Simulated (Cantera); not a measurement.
What does this Cantera script print?

```python
import numpy as np
import cantera as ct

gas = ct.Solution("gri30.yaml")
gas.TPX = 1200, 3900, {'N2O': 1, 'N2': 0.21}
inlet = ct.Reservoir(gas, clone=True)

reactor = ct.IdealGasConstPressureReactor(gas, energy="off", clone=False)
exhaust = ct.Reservoir(gas, clone=True)
tau = [5.5, 2.4, 1.1, 0.47, 0.21, 0.091, 0.04, 0.018, 0.0078, 0.0035][0]
for a, b in ((inlet, reactor), (reactor, exhaust)):
    ct.MassFlowController(a, b, mdot=lambda t: reactor.mass / tau)
net = ct.ReactorNet([reactor])
show = ['N2O', 'O2', 'NO2', 'NO', 'N2', 'O']

rows = []
print(f"{'tau/s':>10s}{'T/K':>9s}" + "".join(f"{s:>11s}" for s in show))
for tau in [5.5, 2.4, 1.1, 0.47, 0.21, 0.091, 0.04, 0.018, 0.0078, 0.0035]:
    net.initial_time = 0.0
    net.advance(30 * tau)
    before = gas.X
    net.advance(40 * tau)
    drift = np.max(np.abs(gas.X - before) / (gas.X + 1e-9))
    rows.append([gas.T, *gas[show].X, drift])
    print(f"{tau:10.3e}{gas.T:9.1f}" + "".join(f"{x:11.3e}" for x in gas[show].X))
```

Output:

```
     tau/s      T/K        N2O         O2        NO2         NO         N2          O
 5.500e+00   1200.0  6.965e-01  4.115e-02  4.149e-06  9.625e-03  2.527e-01  1.823e-06
 2.400e+00   1200.0  7.642e-01  1.971e-02  1.812e-06  4.616e-03  2.115e-01  1.827e-06
 1.100e+00   1200.0  7.967e-01  9.422e-03  7.512e-07  2.207e-03  1.917e-01  1.828e-06
 4.700e-01   1200.0  8.135e-01  4.110e-03  2.498e-07  9.630e-04  1.815e-01  1.828e-06
 2.100e-01   1200.0  8.206e-01  1.852e-03  7.460e-08  4.340e-04  1.771e-01  1.827e-06
 9.100e-02   1200.0  8.239e-01  8.048e-04  1.805e-08  1.886e-04  1.751e-01  1.825e-06
 4.000e-02   1200.0  8.253e-01  3.535e-04  3.962e-09  8.284e-05  1.742e-01  1.821e-06
 1.800e-02   1200.0  8.259e-01  1.583e-04  8.452e-10  3.710e-05  1.739e-01  1.810e-06
 7.800e-03   1200.0  8.262e-01  6.772e-05  1.594e-10  1.587e-05  1.737e-01  1.787e-06
 3.500e-03   1200.0  8.263e-01  2.955e-05  3.075e-11  6.927e-06  1.736e-01  1.738e-06
```

Computed with Cantera and GRI-Mech 3.0 (53 species, 325 reactions). GRI-Mech 3.0 was tuned for natural gas; its chemistry of N2O as a main component is partial and can be far from experiment. Radical loss at walls, strong at low pressure, is not modelled. The mechanism lacks the step 2 NO + O2 → 2 NO2, which can matter for NO2 below about 1400 K. The temperature is held fixed by assumption; the heat of reaction is taken as removed at once.
